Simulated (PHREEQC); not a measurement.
**Spent oxide etchant (model solution)**

Solution (15 °C): 0.0069 mol/kgw HF, 0.022 mol/kgw H2SiF6, 0.23 mol/kgw H3BO3 and 0.00061 mol/kgw H2SO4. Closed to the air; pH follows from the charge balance.

The numbers come from PHREEQC with the ion-association model, wateq4f.dat.

The pH is 1.47. The ionic strength is 0.0456 mol/kgw and the total alkalinity comes out as -140 meq/kg.

```tsv
species	molality	activity	log γ
H3BO3	0.204	0.206	0.005
H+	0.0393	0.0338	-0.066
BF4-	0.0224	0.0181	-0.091
H4SiO4	0.0160	0.0161	0.005
SiF6-2	0.00604	0.00291	-0.318
BF3OH-	0.00280	0.00227	-0.091
HF	0.00240	0.00242	0.005
```

This is a speciation only: nothing precipitates in the calculation. Examples of supersaturated solids here: SiO2(a), Quartz (slow to form). Others may be too. SiF6-2 is the database's only silicon fluoride. Real BF4- forms and hydrolyses slowly; the run takes it at equilibrium.
